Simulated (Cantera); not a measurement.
Feed: 1 mol TEOS, 6.1 mol H2O, 0.21 mol H2, 5.1 mol CO2, held at 500 K and 4.43 Torr.

These are equilibrium values from Cantera (NASA tables, ideal gas, pure condensed phases), not measurements of a reactor. Candidate condensed phases: C, C6H6, C7H8, C8H18, H2O, Si, SiC, SiO2; 123 gas species. The feed counts by its element totals alone. Equilibrium is a limit: real reactors are often held back by kinetics, nucleation or transport.

Base state: H2O 0.575, CO2 0.217, CH4 0.118, H2 0.0894, CO 0.000246 (mole fractions); condensed: C(graphite) + SiO2(α-quartz).

Question: What changes in the equilibrium state with this change: CO2 from 5.1 to 17 mol?

Answer: 
```
species                before     after
-------------------  --------  --------
CO2                     0.217     0.485
H2O                     0.575     0.439
H2                     0.0894    0.0456
CH4                     0.118    0.0307
CO                   0.000246  0.000368
C(graphite), mol         7.02      9.58
SiO2(α-quartz), mol      1.00      1.00
```
